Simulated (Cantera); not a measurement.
Input (Python, Cantera):

```python
import numpy as np
import cantera as ct

gas = ct.Solution("gri30.yaml")


def delay(T, t_max=10):
    gas.TPX = T, 1500000, {'CH4': 1, 'O2': 1.54, 'N2': 5.78}
    reactor = ct.IdealGasReactor(gas, clone=False)
    net = ct.ReactorNet([reactor])
    net.rtol, net.atol = 1e-8, 1e-16
    while net.time < t_max:
        t_old, T_old = net.time, reactor.T
        net.step()
        if reactor.T > T + 400:  # ignition: a rise of 400 K
            return t_old + (T + 400 - T_old) / (reactor.T - T_old) * (net.time - t_old)
    return np.nan


taus = []
for T in [1075, 1150, 1225, 1300, 1375, 1450, 1525, 1600, 1675]:
    taus.append(delay(T))
    print(f"T0 = {T:6g} K   tau = {taus[-1]:.4e} s")
```

Result:

```
T0 =   1075 K   tau = 1.7069e-02 s
T0 =   1150 K   tau = 6.0611e-03 s
T0 =   1225 K   tau = 2.3934e-03 s
T0 =   1300 K   tau = 1.0168e-03 s
T0 =   1375 K   tau = 4.5737e-04 s
T0 =   1450 K   tau = 2.1579e-04 s
T0 =   1525 K   tau = 1.0611e-04 s
T0 =   1600 K   tau = 5.4228e-05 s
T0 =   1675 K   tau = 2.8841e-05 s
```

Model: GRI-Mech 3.0 (53 species, 325 reactions), integrated in Cantera. The pressure lies above the range GRI-Mech 3.0 was tuned for (to about 10 atm).
